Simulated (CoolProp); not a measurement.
The fluid at 489.25 K and 5.15 MPa flows at 12 m/s in a round tube of 2 mm bore and 15 µm roughness, fully developed (64/Re and Nu = 3.66 if laminar; Colebrook and Gnielinski if turbulent). The same conditions are run with several fluids, on thermodynamics alone (safety and materials aside).

The numbers come from the reference Helmholtz-energy equation of state of each fluid (toluene: Lemmon 2006; ethylbenzene: Zhou 2012; n-octane: Beckmüller 2019; m-xylene: Zhou 2012; benzene: Thol 2012) in CoolProp.

Question: Rank toluene, ethylbenzene, n-octane, m-xylene, benzene by Reynolds number, highest first.

Answer: benzene (140000), toluene (120000), m-xylene (116000), ethylbenzene (115000), n-octane (113000)

```csv
fluid,Darcy friction factor,pressure drop (Pa/m),heat-transfer coefficient (W/(m² K)),mass flow (kg/h)
toluene,0.0351,845000,39000,90.9
ethylbenzene,0.0351,868000,39100,93.3
n-octane,0.0351,673000,35700,72.2
m-xylene,0.0351,865000,38500,92.9
benzene,0.0350,816000,42500,87.9
```

Transport values come from each fluid's own correlations; those of ethylbenzene are estimates that may be off by 10 % or more.
